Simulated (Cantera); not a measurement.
An isothermal, constant-pressure homogeneous reactor starts with CO : O2 : H2O : N2 = 0.02 : 0.038 : 0.007 : 1 (molar parts), equivalence ratio 0.26, at 1400 K and 100.0 Torr. Integrator tolerance rtol = 1e-08.

Detailed kinetics in Cantera: GRI-Mech 3.0 (53 species, 325 reactions).

Task: What does this change do: temperature 1400 to 1375 K?

Result: 
| quantity | before | after |
|---|---|---|
| x(CO) at 20.0 s | 3.15e-7 (gas-phase equilibrium 3.15e-7) | 2.04e-7 (gas-phase equilibrium 2.03e-7) |
| x(O2) at 20.0 s | 0.0265 (gas-phase equilibrium 0.0264) | 0.0265 (gas-phase equilibrium 0.0264) |
| x(H2O) at 20.0 s | 0.00663 (gas-phase equilibrium 0.00663) | 0.00663 (gas-phase equilibrium 0.00663) |
| x(NO) at 20.0 s | 5.61e-6 (gas-phase equilibrium 0.000283) | 4.95e-6 (gas-phase equilibrium 0.000246) |
| x(OH) at 20.0 s | 7.85e-6 (gas-phase equilibrium 7.84e-6) | 6.10e-6 (gas-phase equilibrium 6.08e-6) |
| x(NO2) at 20.0 s | 5.39e-9 (gas-phase equilibrium 2.71e-7) | 5.20e-9 (gas-phase equilibrium 2.57e-7) |

Task: What does this change do: temperature 1400 to 1200 K?

Result: 
```
quantity                                            before                                    after
----------------  ----------------------------------------  ---------------------------------------
x(CO) at 20.0 s    3.15e-7 (gas-phase equilibrium 3.15e-7)  1.31e-8 (gas-phase equilibrium 5.60e-9)
x(O2) at 20.0 s      0.0265 (gas-phase equilibrium 0.0264)    0.0265 (gas-phase equilibrium 0.0265)
x(H2O) at 20.0 s   0.00663 (gas-phase equilibrium 0.00663)  0.00663 (gas-phase equilibrium 0.00663)
x(NO) at 20.0 s   5.61e-6 (gas-phase equilibrium 0.000283)  1.58e-6 (gas-phase equilibrium 7.66e-5)
x(OH) at 20.0 s    7.85e-6 (gas-phase equilibrium 7.84e-6)  1.11e-6 (gas-phase equilibrium 7.63e-7)
x(NO2) at 20.0 s   5.39e-9 (gas-phase equilibrium 2.71e-7)  2.93e-9 (gas-phase equilibrium 1.67e-7)
```
